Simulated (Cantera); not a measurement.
# Diamond growth

A diamond (100) surface in a fixed gas of H2 with x(CH4) = 0.0057, x(H) = 0.0015, x(CH3) = 0.0018, at 1025 K; coverages are run to steady state.

Model: the Harris–Goodwin 1993 mechanism for the reconstructed diamond (100) surface, integrated in Cantera.

```
P (Pa)  growth (µm/h)  θ c6HH  θ c6H*  θ c6*H   θ c6**  θ c6HM
------  -------------  ------  ------  ------  -------  ------
550              1.42   0.468  0.0164   0.313  0.00683   0.138
920              2.99   0.437  0.0152   0.291  0.00636   0.177
1500             5.76   0.410  0.0142   0.272  0.00594   0.210
2500             10.9   0.387  0.0134   0.256  0.00558   0.240
4200             19.8   0.370  0.0128   0.244  0.00532   0.262
7100             35.4   0.358  0.0123   0.235  0.00513   0.277
12000            61.9   0.350  0.0120   0.230  0.00501   0.287
20000             105   0.345  0.0119   0.226  0.00494   0.293
```
θ: site fractions in the mechanism's names (c6HH fully hydrogenated, c6H* and c6*H radical sites, c6** diradical, c6HM methylated).
